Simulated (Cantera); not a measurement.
A perfectly stirred reactor is fed with N2O = 4.3 (molar parts), at 51.8 Torr; it is held at 1375 K, and followed from long to short residence time.

Cantera simulation using GRI-Mech 3.0 (53 species, 325 reactions); the numbers are that mechanism's predictions, not measurements. GRI-Mech 3.0 was tuned for natural gas; its chemistry of N2O as a main component is partial and can be far from experiment. The mechanism lacks the step 2 NO + O2 → 2 NO2, which can matter for NO2 below about 1400 K. The temperature is held fixed by assumption; the heat of reaction is taken as removed at once.

**Question.** Predict: x(N2O) at τ = 1.30 s; x(NO2) at τ = 1.30 s; x(O) at τ = 1.30 s; x(NO) at τ = 1.30 s; x(N2) at τ = 1.30 s; x(N2O) at τ = 62.0 ms; x(NO2) at τ = 62.0 ms; x(O) at τ = 62.0 ms; x(NO) at τ = 62.0 ms; x(N2) at τ = 62.0 ms.

**Answer.** 
- x(N2O) at τ = 1.30 s: 0.405
- x(NO2) at τ = 1.30 s: 4.64e-5
- x(O) at τ = 1.30 s: 1.87e-5
- x(NO) at τ = 1.30 s: 0.0722
- x(N2) at τ = 1.30 s: 0.360
- x(N2O) at τ = 62.0 ms: 0.934
- x(NO2) at τ = 62.0 ms: 3.48e-6
- x(O) at τ = 62.0 ms: 1.92e-5
- x(NO) at τ = 62.0 ms: 0.00812
- x(N2) at τ = 62.0 ms: 0.0400
